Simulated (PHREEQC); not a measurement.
A PHREEQC input (ion-association model, phreeqc.dat):

```
SOLUTION 1
  temp 85
  units mg/kgw
  pH 6.17
  pe -1.7
  Na 3.49
  K 0.816
  Ca 3.17
  Mg 4.97
  Cl 6.18 charge
  Li 0.1 charge
  S(6) 3.16 as SO4
  Alkalinity 30 as HCO3
  Zn 0.709
END
USE solution 1
EQUILIBRIUM_PHASES 1
  Quartz 0 0.5
  CO2(g) -2.5 10
END
```

It stops with these messages:

```
ERROR: Charge balance specified for more than one species.
ERROR: Program terminating due to input errors.
```

The fault: two constituents marked charge. The line should read `Cl 6.18` where the input has `Cl 6.18 charge / Li 0.1 charge`. With the mend the run ends at pH 7.42 and ionic strength 0.00104 mol/kgw.
